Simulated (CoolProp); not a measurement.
Vapour pressure (bar) of R1234ze(Z): the reference equation beside estimates from Tc = 150.1 °C, pc = 35.31 bar, ω = 0.327. Clausius-Clapeyron is anchored at 49.55 °C with a constant enthalpy of vaporisation of 21.66 kJ/mol.

Computed with CoolProp (reference Helmholtz-energy equation of state, Akasaka 2019).

```json
[
 {"T (°C)": "8.95", "reference": "0.9829", "Lee-Kesler": "0.9728", "Clausius-Clapeyron": "1.207", "van der Waals": "5.484", "Redlich-Kwong": "2.012", "Soave-Redlich-Kwong": "0.9735", "Peng-Robinson": "0.9784"},
 {"T (°C)": "19.15", "reference": "1.443", "Lee-Kesler": "1.440", "Clausius-Clapeyron": "1.667", "van der Waals": "6.602", "Redlich-Kwong": "2.751", "Soave-Redlich-Kwong": "1.439", "Peng-Robinson": "1.438"},
 {"T (°C)": "29.25", "reference": "2.051", "Lee-Kesler": "2.058", "Clausius-Clapeyron": "2.244", "van der Waals": "7.848", "Redlich-Kwong": "3.659", "Soave-Redlich-Kwong": "2.056", "Peng-Robinson": "2.047"},
 {"T (°C)": "39.45", "reference": "2.850", "Lee-Kesler": "2.870", "Clausius-Clapeyron": "2.973", "van der Waals": "9.252", "Redlich-Kwong": "4.777", "Soave-Redlich-Kwong": "2.870", "Peng-Robinson": "2.847"},
 {"T (°C)": "49.55", "reference": "3.859", "Lee-Kesler": "3.895", "Clausius-Clapeyron": "3.859", "van der Waals": "10.79", "Redlich-Kwong": "6.102", "Soave-Redlich-Kwong": "3.900", "Peng-Robinson": "3.860"},
 {"T (°C)": "59.75", "reference": "5.134", "Lee-Kesler": "5.188", "Clausius-Clapeyron": "4.942", "van der Waals": "12.50", "Redlich-Kwong": "7.683", "Soave-Redlich-Kwong": "5.205", "Peng-Robinson": "5.142"},
 {"T (°C)": "69.95", "reference": "6.708", "Lee-Kesler": "6.776", "Clausius-Clapeyron": "6.236", "van der Waals": "14.38", "Redlich-Kwong": "9.528", "Soave-Redlich-Kwong": "6.816", "Peng-Robinson": "6.726"},
 {"T (°C)": "80.05", "reference": "8.602", "Lee-Kesler": "8.680", "Clausius-Clapeyron": "7.748", "van der Waals": "16.40", "Redlich-Kwong": "11.63", "Soave-Redlich-Kwong": "8.754", "Peng-Robinson": "8.635"},
 {"T (°C)": "90.25", "reference": "10.90", "Lee-Kesler": "10.98", "Clausius-Clapeyron": "9.531", "van der Waals": "18.62", "Redlich-Kwong": "14.06", "Soave-Redlich-Kwong": "11.10", "Peng-Robinson": "10.95"},
 {"T (°C)": "100.35", "reference": "13.60", "Lee-Kesler": "13.68", "Clausius-Clapeyron": "11.57", "van der Waals": "20.99", "Redlich-Kwong": "16.78", "Soave-Redlich-Kwong": "13.86", "Peng-Robinson": "13.68"}
]
```

Absolute difference from the reference over all 10 rows, mean and median: Lee-Kesler 0.8 and 0.8 %, Clausius-Clapeyron 10.0 and 9.7 %, van der Waals 197.6 and 161.5 %, Redlich-Kwong 57.9 and 53.9 %, Soave-Redlich-Kwong 1.2 and 1.2 %, Peng-Robinson 0.3 and 0.3 %.
